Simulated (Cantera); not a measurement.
Input: 1 mol MgO, 0.29 mol C, 0.055 mol H2, equilibrated at 2275 °C and 0.100 bar.

Method: chemical equilibrium by Gibbs-energy minimisation in Cantera with the NASA 1993 tables (ideal gas, pure condensed phases). Candidate condensed phases: C, C6H6, C7H8, C8H18, H2O, Mg, MgCO3, MgO, Mg(OH)2; 116 gas species. The tables' values for MgH are old estimates; treat these amounts as uncertain. Equilibrium is a limit: real reactors are often held back by kinetics, nucleation or transport.

Base state: Mg 0.460, CO 0.431, H2 0.0611, H 0.0242, CO2 0.00996, H2O 0.00893, MgOH 0.00157, MgO 0.000939 (mole fractions); condensed: MgO(s).

### Question
What changes in the equilibrium state with this change: H2 from 0.055 to 0.037 mol?

### Answer
```json
[
 {"species": "Mg", "before": "0.460", "after": "0.473"},
 {"species": "CO", "before": "0.431", "after": "0.447"},
 {"species": "H2", "before": "0.0611", "after": "0.0412"},
 {"species": "H", "before": "0.0242", "after": "0.0199"},
 {"species": "CO2", "before": "0.00996", "after": "0.0100"},
 {"species": "H2O", "before": "0.00893", "after": "0.00587"},
 {"species": "Mg(OH)2", "before": "1.07e-5", "after": "7.05e-6"},
 {"species": "OH", "before": "0.000774", "after": "0.000619"},
 {"species": "MgO(s), mol", "before": "0.695", "after": "0.698"}
]
```
